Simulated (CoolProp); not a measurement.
Benzene along the isotherm 346.85 °C: density (kg/m³) from the reference equation and from simpler models built on Tc = 288.9 °C, pc = 49.06 bar, ω = 0.211; each cubic takes its own stable root.

Values from CoolProp's reference Helmholtz-energy equation of state, Thol 2012.

```tsv
p (bar)	phase	reference	van der Waals	Soave-Redlich-Kwong	Peng-Robinson
17.5	gas	29.20	29.12	29.18	29.57
35	gas	65.92	65.94	65.69	67.52
52.6	supercritical	116.9	120.0	115.2	120.3
70.1	supercritical	197.4	224.3	187.7	198.7
87.6	supercritical	316.5	299.4	275.2	294.4
105	supercritical	397.4	333.0	337.3	364.6
123	supercritical	442.7	355.3	379.7	413.3
140	supercritical	471.1	371.1	409.1	447.2
158	supercritical	493.5	384.5	433.8	475.6
175	supercritical	510.4	395.1	453.1	497.8
193	supercritical	525.4	404.7	470.7	517.8
210	supercritical	537.5	412.7	485.1	534.4
228	supercritical	548.8	420.2	498.8	549.9
245	supercritical	558.3	426.7	510.4	563.1
```
